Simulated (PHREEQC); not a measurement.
Consider water at 25 °C with 0.23 mol MnSO4 and 0.035 mol ZnCl2 per kg of water. Closed to the air; pH follows from the charge balance.

Model: ion-association model, wateq4f.dat, run in PHREEQC.

Each row changes one thing in this solution. Precipitation was switched off in this run.

```csv
case,pH,ionic strength (mol/kgw),Mn+2 (mol/kgw),SO4-2 (mol/kgw),MnSO4 (mol/kgw),HSO4- (mol/kgw),SI of Pyrochroite (Mn(OH)2)
as made,5.83,0.530,0.124,0.102,0.0981,4.43e-6,-5.06
0.11 mol/kgw HCl added,…,0.613,0.140,0.0725,0.0698,0.0668,-13.72
diluted 5-fold with water,5.96,0.124,…,0.0255,0.0166,1.23e-6,-5.24
ZnCl2 left out,6.32,0.460,0.115,0.115,0.115,…,-4.10
ZnCl2 from 0.035 to 0.0315 mol/kgw,5.86,0.522,0.124,0.103,0.0997,…,-5.00
MnSO4 from 0.23 to 0.046 mol/kgw,5.49,0.187,0.0319,0.0210,0.0114,2.69e-6,-6.20
ZnCl2 from 0.035 to 0.0385 mol/kgw,5.80,0.537,…,0.101,0.0966,4.69e-6,-5.12
```

What belongs in the gaps?


- 0.11 mol/kgw HCl added, pH: 1.49
- diluted 5-fold with water, Mn+2 (mol/kgw): 0.0288
- ZnCl2 left out, HSO4- (mol/kgw): 1.69e-6
- ZnCl2 from 0.035 to 0.0315 mol/kgw, HSO4- (mol/kgw): 4.18e-6
- ZnCl2 from 0.035 to 0.0385 mol/kgw, Mn+2 (mol/kgw): 0.125
